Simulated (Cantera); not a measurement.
Ignition delay

Mixture: 3.58 % CH4, 1.65 % H2, 16.7 % O2, 62.7 % N2, 15.4 % CO2, equivalence ratio 0.48, at 9.50 bar, adiabatic and at constant volume. Ignition delay is the time to a rise of 400 K.

Computed with Cantera and GRI-Mech 3.0 (53 species, 325 reactions).

```csv
T0 (K),delay (ms)
1300,0.196
1350,0.130
1400,0.0894
1450,0.0632
1500,0.0455
1550,0.0334
1600,0.0248
1650,0.0187
1700,0.0143
1750,0.0110
```

The apparent activation energy between 1650 and 1750 K is 130 kJ/mol.
